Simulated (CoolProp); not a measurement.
Computed with CoolProp (reference Helmholtz-energy equation of state, de Reuck 1990).

Task: For fluorine, give the phase and the cp (kJ/(kg K)), speed of sound (m/s) at 170.7 K and 4.46 bar; 152.1 K and 14.7 bar.

Result: 
- 170.7 K and 4.46 bar: gas; cp 0.797, speed of sound 226
- 152.1 K and 14.7 bar: gas; cp 0.901, speed of sound 206
